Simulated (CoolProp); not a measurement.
Properties of m-xylene at several states.

Model: reference Helmholtz-energy equation of state, Zhou 2012, in CoolProp.

| T (°C) | p (kPa) | phase | density (kg/m³) | expansivity (1/kK) | Prandtl number |
|---|---|---|---|---|---|
| -14.25 | 26.2 | liquid | [?] | [?] | 11.5 |
| 148.45 | 532 | liquid | [?] | [?] | [?] |
| 152.55 | 10200 | liquid | [?] | 1.200 | 4.61 |
| 150.15 | 127 | gas | 4.030 | 2.838 | [?] |

Fill in the missing entries.


- -14.25, density (kg/m³): 893.1
- -14.25, expansivity (1/kK): 0.9381
- 148.45, density (kg/m³): 746.6
- 148.45, expansivity (1/kK): 1.361
- 148.45, Prandtl number: 4.49
- 152.55, density (kg/m³): 758.1
- 150.15, Prandtl number: 0.775

Viscosity comes from a separate model (Cao 2016). Thermal conductivity comes from a separate model (Mylona 2014).
